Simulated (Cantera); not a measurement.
An isothermal, constant-pressure homogeneous reactor starts with N2O : H2O = 0.35 : 0.024 (molar parts), at 1623 K and 15.8 Torr.

Cantera simulation using GRI-Mech 3.0 (53 species, 325 reactions); the numbers are that mechanism's predictions, not measurements. GRI-Mech 3.0 was tuned for natural gas; its chemistry of N2O as a main component is partial and can be far from experiment. Radical loss at walls, strong at low pressure, is not modelled. The temperature is held fixed by assumption; the heat of reaction is taken as removed at once.

x: mole fraction; the columns are a selection and need not sum to one.

```csv
t (s),x N2O,x H2O,x NO2,x H2,x HO2,x N2
5.00e-6,0.936,0.0642,<1e-12,<1e-12,8.92e-11,1.47e-5
1.36e-5,0.936,0.0642,<1e-12,<1e-12,1.74e-9,4.11e-5
3.69e-5,0.936,0.0642,1.83e-12,7.08e-11,3.23e-8,0.000119
0.000100,0.935,0.0641,2.76e-10,4.08e-9,5.29e-7,0.000363
0.000273,0.934,0.0640,4.11e-8,1.38e-7,6.26e-6,0.00113
0.000741,0.930,0.0638,[?],[?],[?],[?]
0.00202,0.919,0.0635,3.50e-5,8.00e-6,4.25e-5,0.00961
0.00548,0.891,0.0628,0.000181,1.02e-5,3.55e-5,0.0264
0.0149,0.820,0.0613,[?],[?],[?],[?]
0.0405,0.662,0.0578,0.000732,6.70e-6,1.39e-5,0.163
0.110,0.392,0.0519,0.000562,7.35e-6,5.17e-6,0.325
0.299,0.116,0.0459,0.000197,1.02e-5,1.08e-6,0.492
0.812,0.00630,0.0436,5.84e-5,1.12e-5,1.47e-7,0.559
2.21,1.98e-5,0.0435,8.62e-5,5.40e-6,1.23e-7,0.563
6.00,4.64e-6,0.0435,8.68e-5,5.34e-6,1.23e-7,0.564
```

Q: Some entries are withheld; supply them.

A: 
- 0.000741, x NO2: 2.50e-6
- 0.000741, x H2: 1.98e-6
- 0.000741, x HO2: 3.20e-5
- 0.000741, x N2: 0.00335
- 0.0149, x NO2: 0.000500
- 0.0149, x H2: 7.73e-6
- 0.0149, x HO2: 2.54e-5
- 0.0149, x N2: 0.0688
